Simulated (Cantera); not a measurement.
Input: 1 mol CH3SiH3, 0.055 mol C2H2, 350 mol H2, equilibrated at 840 Pa.

Equilibrium computed with Cantera from the NASA thermochemical tables; the gas is ideal and each condensed phase is pure. Candidate condensed phases: C, C6H6, C7H8, C8H18, Si, SiC; 87 gas species. The feed counts by its element totals alone. The numbers say what is thermodynamically allowed, not how fast it happens. All values below are at 1250 °C.

Base state: H2 1.000, H 0.000252, CH4 1.93e-5, C2H2 (acetylene) 1.18e-5 (mole fractions); condensed: C(graphite) + SiC(s).

Task: What changes in the equilibrium state with this change: CH3SiH3 replaced by SiH4?

Result: 
```json
[
 {"species": "H2", "before": "1.000", "after": "1.000"},
 {"species": "H", "before": "0.000252", "after": "0.000252"},
 {"species": "CH4", "before": "1.93e-5", "after": "1.54e-7"},
 {"species": "C2H2 (acetylene)", "before": "1.18e-5", "after": "<1e-9"},
 {"species": "C(graphite), mol", "before": "0.0948", "after": "0"},
 {"species": "SiC(s), mol", "before": "1.000", "after": "0.110"},
 {"species": "Si(s), mol", "before": "0", "after": "0.888"}
]
```
Mutual solubility and eutectic melting of coexisting phases are not modelled.
